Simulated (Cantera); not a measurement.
## Calcination and drying: Ca(OH)2 + H2O + H2

Charge: 1 mol Ca(OH)2, 0.04 mol H2O, 0.085 mol H2, held at 798 K and 750 Torr.

These are equilibrium values from Cantera (NASA tables, ideal gas, pure condensed phases), not measurements of a reactor. Candidate condensed phases: Ca, CaO, Ca(OH)2, H2O; 14 gas species. Kinetics and transport are ignored.

| Quantity | Value |
|---|---|
| x(H2O) | 0.924 |
| x(H2) | 0.0756 |
| n(CaO(s)) | 1.00 mol |
| gas amount | 1.125 mol |
| log10 activity of Ca(OH)2(s) (absent) | -0.07 |
| log10 activity of Ca(s) (absent) | -23.81 |
